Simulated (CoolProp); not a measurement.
A single-stage vapour-compression cycle with the fluid: evaporating at 299.15 K (dew point), condensing at 334.15 K (bubble point), superheat 10 K, subcooling 8 K, compressor efficiency 0.8, no pressure losses. The same conditions are run with several fluids, on thermodynamics alone (safety and materials aside).

Values from CoolProp's reference Helmholtz-energy equation of state of each fluid (R1132(E): Akasaka 2024; sulfur dioxide: Gao 2016; R236FA: Pan 2012; R227EA: Lemmon 2016; n-perfluorohexane: Gao 2022; R134a: Tillner-Roth 1994).

```json
[
 {"fluid": "R1132(E)", "cooling COP": "5.23", "pressure ratio": "…", "discharge temperature (K)": "…", "refrigerating effect (kJ/kg)": "171", "volumetric capacity (kJ/m³)": "9140"},
 {"fluid": "sulfur dioxide", "cooling COP": "6.08", "pressure ratio": "2.79", "discharge temperature (K)": "396.1", "refrigerating effect (kJ/kg)": "324", "volumetric capacity (kJ/m³)": "3490"},
 {"fluid": "R236FA", "cooling COP": "6.06", "pressure ratio": "2.79", "discharge temperature (K)": "340.2", "refrigerating effect (kJ/kg)": "119", "volumetric capacity (kJ/m³)": "2160"},
 {"fluid": "R227EA", "cooling COP": "5.76", "pressure ratio": "2.57", "discharge temperature (K)": "338.0", "refrigerating effect (kJ/kg)": "86.8", "volumetric capacity (kJ/m³)": "3070"},
 {"fluid": "n-perfluorohexane", "cooling COP": "…", "pressure ratio": "3.75", "discharge temperature (K)": "334.2", "refrigerating effect (kJ/kg)": "72.2", "volumetric capacity (kJ/m³)": "299"},
 {"fluid": "R134a", "cooling COP": "…", "pressure ratio": "2.51", "discharge temperature (K)": "350.6", "refrigerating effect (kJ/kg)": "147", "volumetric capacity (kJ/m³)": "…"}
]
```

What belongs in the gaps?


- R1132(E), pressure ratio: 2.25
- R1132(E), discharge temperature (K): 360.8
- n-perfluorohexane, cooling COP: 6.00
- R134a, cooling COP: 5.87
- R134a, volumetric capacity (kJ/m³): 4620

The compression ends wet for: n-perfluorohexane.
